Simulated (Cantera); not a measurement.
Mixture: CO : H2 : CH4 : O2 : N2 = 1 : 0.066 : 0.11 : 0.579 : 1.51 (molar parts), equivalence ratio 1.3, at 27.0 bar, adiabatic and at constant pressure. Ignition delay is the time to a rise of 400 K.

Detailed kinetics in Cantera: GRI-Mech 3.0 (53 species, 325 reactions). The pressure lies above the range GRI-Mech 3.0 was tuned for (to about 10 atm).

Problem. Predict: delay at 1025 K; delay at 1075 K; delay at 1125 K; delay at 1175 K; delay at 1225 K; delay at 1275 K; apparent activation energy between 1175 and 1275 K.

Solution. delay at 1025 K: 1.92 ms
delay at 1075 K: 0.741 ms
delay at 1125 K: 0.323 ms
delay at 1175 K: 0.158 ms
delay at 1225 K: 86.2 µs
delay at 1275 K: 51.4 µs
apparent activation energy between 1175 and 1275 K: 140 kJ/mol
